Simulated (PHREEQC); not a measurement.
## Acid rinse or clean: speciation

Make-up at 89 °C: 0.036 mol HBr and 0.38 mol NiCl2 per kg of water. Closed to the air; pH follows from the charge balance.

All values are PHREEQC results (ion-association model, wateq4f.dat), not measurements.

Each row changes one thing in this solution. No solid was allowed to form.

```
case                                            pH  ionic strength (mol/kgw)  Cl- (mol/kgw)  Br- (mol/kgw)
--------------------------------------------  ----  ------------------------  -------------  -------------
as made                                       1.58                     0.838          0.569         0.0294
0.0077 mol/kgw H3PO4 added                    1.57                       ___          0.569         0.0294
NiCl2 replaced by FeCl2 at the same molality  1.59                      1.08            ___         0.0360
diluted 5-fold with water                     2.25                     0.218          0.143        0.00682
0.019 mol/kgw HCl added                       1.40                     0.848          0.583         0.0295
HBr from 0.036 to 0.0072 mol/kgw              2.28                     0.817          0.568        0.00588
HBr from 0.036 to 0.18 mol/kgw                0.89                     0.940          0.576            ___
```

Question: Fill in the missing entries.

Answer: 
- 0.0077 mol/kgw H3PO4 added, ionic strength (mol/kgw): 0.839
- NiCl2 replaced by FeCl2 at the same molality, Cl- (mol/kgw): 0.710
- HBr from 0.036 to 0.18 mol/kgw, Br- (mol/kgw): 0.147

The ionic strength passes 0.7 mol/kgw, the rough limit of the ion-association models, in as made; 0.0077 mol/kgw H3PO4 added; NiCl2 replaced by FeCl2 at the same molality; 0.019 mol/kgw HCl added; HBr from 0.036 to 0.0072 mol/kgw; HBr from 0.036 to 0.18 mol/kgw. H3PO4, which wateq4f.dat lacks, is added to it with the constant of phreeqc.dat. Constants without temperature data keep their 25 °C values here. The database has no phosphate complexes of Ni.
